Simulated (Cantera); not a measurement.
A closed system holds: 1 mol HF, 0.053 mol H₂, 5.1 mol O₂, equilibrated at 34.0 Pa.

These are equilibrium values from Cantera (NASA tables, ideal gas, pure condensed phases), not measurements of a reactor. Candidate condensed phases: H₂O; 22 gas species. Equilibrium is a limit: real reactors are often held back by kinetics, nucleation or transport.

### Question
At 3048 K, list the 4 most abundant gas species with their mole fractions, and the condensed phases.

### Answer
O 0.821, H 0.0816, F 0.0740, O₂ 0.0129. Condensed: gas only.
